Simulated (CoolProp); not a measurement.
Vapour-liquid equilibrium of propane (1) + isobutene (2) at 13.4 kPa; x and y are mole fractions of (1).

Model: multi-fluid Helmholtz-energy mixture model, Lemmon 2009 and Lemmon 2005; pair parameters Bell 2016, in CoolProp.

| x | bubble temperature (K) | y at the bubble point | dew temperature at overall composition x (K) | liquid density (mol/L) |
|---|---|---|---|---|
| 0.05 | 218.4 | [?] | 223.1 | 12.15 |
| 0.125 | 213.1 | 0.541 | 221.9 | 12.34 |
| 0.2 | 209.6 | 0.661 | 220.5 | 12.50 |
| 0.275 | 207.1 | [?] | 219.1 | 12.65 |
| 0.35 | 205.0 | 0.790 | [?] | 12.80 |
| 0.425 | 203.3 | 0.831 | 216.0 | 12.95 |
| 0.5 | 201.7 | 0.865 | 214.2 | 13.09 |
| 0.575 | 200.3 | 0.895 | 212.2 | 13.24 |
| 0.65 | 198.9 | 0.920 | 210.0 | 13.39 |
| 0.725 | 197.7 | 0.942 | 207.5 | 13.54 |
| 0.8 | 196.4 | 0.961 | 204.6 | 13.70 |
| 0.875 | 195.3 | [?] | 201.3 | 13.85 |
| 0.95 | 194.2 | 0.992 | 197.2 | 14.01 |

**Question.** Complete the blanks.

**Answer.** 
- 0.05, y at the bubble point: 0.311
- 0.275, y at the bubble point: 0.737
- 0.35, dew temperature at overall composition x (K): 217.6
- 0.875, y at the bubble point: 0.978

No azeotrope shows between x = 0.05 and 0.95.

Pair parameters are fitted to limited data, so mixtures are less certain than the pure fluids.
